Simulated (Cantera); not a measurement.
An isothermal, constant-pressure homogeneous reactor starts with 28.1 % H2, 25.5 % O2, 43.4 % N2, 3.06 % H2O, at 875 K and 82.5 Torr.

Detailed kinetics in Cantera: GRI-Mech 3.0 (53 species, 325 reactions). Radical loss at walls, strong at low pressure, is not modelled. Below about 950 K walls govern HO2 and H2O2 in real vessels. The temperature is held fixed by assumption; the heat of reaction is taken as removed at once.

One state of this run: x H2 = 0.190; x O2 = 0.217; x O = 0.00217; x NO2 = 2.79e-12; x NO = 3.21e-8; x H2O = 0.122. x: mole fraction; the columns are a selection and need not sum to one.

Question: Which value of t (s) does it belong to?
(A) 0.00369
(B) 6.00e-5
(C) 5.00
(D) 0.000168

Answer: A, 0.00369
